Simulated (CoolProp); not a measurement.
Properties of nitrous oxide along the isotherm 343.6 K.

Model: reference Helmholtz-energy equation of state, Lemmon 2006, in CoolProp. It is a short technical equation, of lower accuracy than the large ones.

| p (MPa) | phase | Joule-Thomson coefficient (K/MPa) | fugacity coefficient |
|---|---|---|---|
| 0.0115 | gas | 7.878 | 0.9996 |
| 0.0178 | gas | 7.878 | 0.9994 |
| 0.0278 | gas | 7.878 | 0.9991 |
| 0.0432 | gas | 7.879 | 0.9985 |
| 0.0673 | gas | 7.880 | 0.9977 |
| 0.105 | gas | 7.881 | 0.9964 |
| 0.163 | gas | 7.883 | 0.9944 |
| 0.254 | gas | 7.887 | 0.9914 |
| 0.396 | gas | 7.892 | 0.9865 |
| 0.616 | gas | 7.900 | 0.9791 |
| 0.96 | gas | 7.911 | 0.9675 |
| 1.49 | gas | 7.926 | 0.9498 |
| 2.33 | gas | 7.944 | 0.9221 |
| 3.62 | gas | 7.950 | 0.8802 |
